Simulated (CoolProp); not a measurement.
Vapour-liquid equilibrium of isohexane (1) + benzene (2) at 3.71 bar; x and y are mole fractions of (1).

Values from CoolProp's multi-fluid Helmholtz-energy mixture model, Lemmon 2006 and Thol 2012; pair parameters Bell 2016.

Question: Give the bubble temperature and the first vapour's composition at x = 0.05, 0.5, 0.65. Is there an azeotrope?

Answer: x = 0.05: 126.1 °C, y = 0.106; x = 0.5: 113.1 °C, y = 0.601; x = 0.65: 111.0 °C, y = 0.717. No azeotrope shows between x = 0.05 and 0.95.

The pair parameters rest on a limited set of measurements; away from them the model extrapolates.
